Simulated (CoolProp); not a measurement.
Properties of hexamethyldisiloxane (MM) along the isobar 5.63 MPa (Tc = 518.7 K, pc = 1.931 MPa, ω = 0.418).

Model: reference Helmholtz-energy equation of state, Thol 2016, in CoolProp.

```json
[
 {"T (K)": "428.1", "phase": "liquid", "density (kg/m³)": "629.1", "cv (kJ/(kg K))": "1.863", "Joule-Thomson coefficient (K/MPa)": "-0.1322"},
 {"T (K)": "452.1", "phase": "liquid", "density (kg/m³)": "599.4", "cv (kJ/(kg K))": "___", "Joule-Thomson coefficient (K/MPa)": "-0.02636"},
 {"T (K)": "476.1", "phase": "liquid", "density (kg/m³)": "567.5", "cv (kJ/(kg K))": "1.976", "Joule-Thomson coefficient (K/MPa)": "___"},
 {"T (K)": "500.1", "phase": "liquid", "density (kg/m³)": "532.7", "cv (kJ/(kg K))": "2.030", "Joule-Thomson coefficient (K/MPa)": "___"},
 {"T (K)": "524", "phase": "supercritical", "density (kg/m³)": "494.2", "cv (kJ/(kg K))": "2.084", "Joule-Thomson coefficient (K/MPa)": "___"},
 {"T (K)": "548", "phase": "supercritical", "density (kg/m³)": "___", "cv (kJ/(kg K))": "2.138", "Joule-Thomson coefficient (K/MPa)": "1.157"},
 {"T (K)": "572", "phase": "supercritical", "density (kg/m³)": "400.8", "cv (kJ/(kg K))": "___", "Joule-Thomson coefficient (K/MPa)": "1.935"},
 {"T (K)": "596", "phase": "supercritical", "density (kg/m³)": "347.4", "cv (kJ/(kg K))": "2.237", "Joule-Thomson coefficient (K/MPa)": "2.897"},
 {"T (K)": "620", "phase": "supercritical", "density (kg/m³)": "297.4", "cv (kJ/(kg K))": "___", "Joule-Thomson coefficient (K/MPa)": "3.584"}
]
```

Question: Complete the blanks.

Answer: 
- 452.1, cv (kJ/(kg K)): 1.920
- 476.1, Joule-Thomson coefficient (K/MPa): 0.1195
- 500.1, Joule-Thomson coefficient (K/MPa): 0.3305
- 524, Joule-Thomson coefficient (K/MPa): 0.6499
- 548, density (kg/m³): 450.4
- 572, cv (kJ/(kg K)): 2.189
- 620, cv (kJ/(kg K)): 2.279
